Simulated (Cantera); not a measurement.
An isothermal, constant-pressure homogeneous reactor starts with H₂ : O₂ = 0.012 : 1 (molar parts), at 1175 K and 0.900 Torr. Integrator tolerance rtol = 1e-08.

Model: GRI-Mech 3.0 (53 species, 325 reactions), integrated in Cantera. Radical loss at walls, strong at low pressure, is not modelled.

### Question
What does this change do: pressure from 0.900 Torr to 8.25 Torr?

### Answer
```csv
quantity,before,after
x(H₂) at 9.00 s,3.69e-5 (gas-phase equilibrium 2.61e-9),1.16e-7 (gas-phase equilibrium 8.61e-10)
x(O₂) at 9.00 s,0.981 (gas-phase equilibrium 0.988),0.988 (gas-phase equilibrium 0.988)
x(H₂O₂) at 9.00 s,2.04e-9 (gas-phase equilibrium 7.83e-12),1.70e-9 (gas-phase equilibrium 2.37e-11)
x(O) at 9.00 s,0.00621 (gas-phase equilibrium 4.22e-7),1.84e-5 (gas-phase equilibrium 1.39e-7)
x(H₂O) at 9.00 s,0.0113 (gas-phase equilibrium 0.0119),0.0119 (gas-phase equilibrium 0.0119)
x(HO₂) at 9.00 s,8.73e-8 (gas-phase equilibrium 2.07e-9),1.97e-8 (gas-phase equilibrium 3.61e-9)
x(H) at 9.00 s,0.000319 (gas-phase equilibrium 1.82e-10),5.24e-8 (gas-phase equilibrium 3.45e-11)
```
